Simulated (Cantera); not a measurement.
## Thermodynamics of calcination and drying, feed Ca(OH)₂ + H₂ + H₂O

Input: 1 mol Ca(OH)₂, 0.051 mol H₂, 0.24 mol H₂O, held at 598 K and 10000 Pa.

These are equilibrium values from Cantera (NASA tables, ideal gas, pure condensed phases), not measurements of a reactor. Candidate condensed phases: Ca, CaO, Ca(OH)₂, H₂O; 14 gas species. The numbers say what is thermodynamically allowed, not how fast it happens.

| Quantity | Result |
|---|---|
| x(H₂O) | 0.825 |
| x(H₂) | 0.175 |
| n(Ca(OH)₂(s)) | 1.00 mol |
| gas amount | 0.2910 mol |
| log10 activity of Ca(s) (absent) | -33.02 |
